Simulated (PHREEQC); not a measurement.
Make-up at 80 °C and 100 atm: 0.0011 mol/kgw HBr. Closed to the air; pH follows from the charge balance.

All values are PHREEQC results (Pitzer model, pitzer.dat), not measurements.

```
Quantity                        Value
--------------------  ---------------
pH                               2.98
ionic strength        0.00110 mol/kgw
specific conductance       1130 µS/cm
osmotic coefficient             0.987
total alkalinity         -1.10 meq/kg
```

```json
[
 {"species": "H+", "molality": "0.00110", "activity": "0.00106", "log γ": "-0.018"},
 {"species": "Br-", "molality": "0.00110", "activity": "0.00106", "log γ": "-0.018"}
]
```

This is a speciation only: nothing precipitates in the calculation. Under pressure, the constants of complexes without a molar volume in the database are unreliable. Away from 25 °C the constants follow the database's enthalpies or fits; those with neither stay at their 25 °C values.
